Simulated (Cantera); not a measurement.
Charge: 1 mol Fe, 2.2 mol CO, 75 mol H2.

Equilibrium computed with Cantera from the NASA thermochemical tables; the gas is ideal and each condensed phase is pure. Candidate condensed phases: C, C6H6, C7H8, C8H18, Fe, Fe(CO)5, FeO, Fe(OH)2, Fe(OH)3, Fe2O3, Fe3O4, H2O; 114 gas species. Condensed phases not in the tables: cementite and carbon dissolved in iron. Rates play no part.

Q: What condenses at these points (T in K, P in Pa): (1100, 3000000); (1000, 670); (700, 10); (1500, 3000000); (900, 45000); (1800, 82)?

A: 
| T (K) | P in Pa | condensed phases | Fe condensed (%) |
|---|---|---|---|
| 1100 | 3000000 | Fe | 100.0 |
| 1000 | 670 | Fe | 100.0 |
| 700 | 10 | C + Fe | 100.0 |
| 1500 | 3000000 | Fe | 100.0 |
| 900 | 45000 | Fe | 100.0 |
| 1800 | 82 | gas only | 0.0 |
